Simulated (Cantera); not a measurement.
Charge: 1 mol V₂O₅, a varied amount of H₂, held at 1698.15 K and 1 atm.

Equilibrium computed with Cantera from the NASA thermochemical tables; the gas is ideal and each condensed phase is pure. Candidate condensed phases: H₂O, V, VO, V₂O₃, V₂O₄, V₂O₅; 12 gas species. Mutual solubility and eutectic melting of coexisting phases are not modelled. VO: taken at fixed stoichiometry. Condensed phases not in the tables: the oxides between V₂O₃ and V₂O₅ other than VO₂. The numbers say what is thermodynamically allowed, not how fast it happens.

log p: log10 of the partial pressure in bar; n: condensed amount in mol.

| n(H₂) (mol) | log p H₂ | log p H₂O | log p H | log p OH | log p VO₂ | n VO(s) | n V₂O₃(s) |
|---|---|---|---|---|---|---|---|
| 240 | 0.00 | (withheld) | -3.84 | -7.14 | -7.28 | 0.588 | 0.706 |
| 520 | 0.00 | (withheld) | -3.84 | -7.36 | -7.50 | 2.00 | 0 |
| 790 | 0.00 | (withheld) | -3.84 | -7.54 | -7.68 | 2.00 | 0 |
| 1100 | 0.00 | (withheld) | -3.84 | -7.69 | -7.83 | 2.00 | 0 |
| 1300 | 0.00 | (withheld) | -3.84 | -7.76 | -7.90 | 2.00 | 0 |
| 1600 | 0.00 | (withheld) | -3.84 | -7.85 | -7.99 | 2.00 | 0 |
| 1900 | 0.00 | -2.80 | -3.84 | -7.93 | -8.07 | 2.00 | 0 |
| 2100 | 0.01 | -2.84 | -3.84 | -7.97 | -8.11 | 2.00 | 0 |
| 2400 | 0.01 | (withheld) | -3.84 | -8.03 | -8.17 | 2.00 | 0 |
| 2700 | 0.01 | -2.95 | -3.84 | -8.08 | -8.22 | 2.00 | 0 |
| 3000 | 0.01 | -2.99 | -3.84 | -8.12 | -8.26 | 2.00 | 0 |

Task: What belongs in the gaps?

Result: 
- 240, log p H₂O: -2.01
- 520, log p H₂O: -2.23
- 790, log p H₂O: -2.41
- 1100, log p H₂O: -2.56
- 1300, log p H₂O: -2.63
- 1600, log p H₂O: -2.72
- 2400, log p H₂O: -2.90
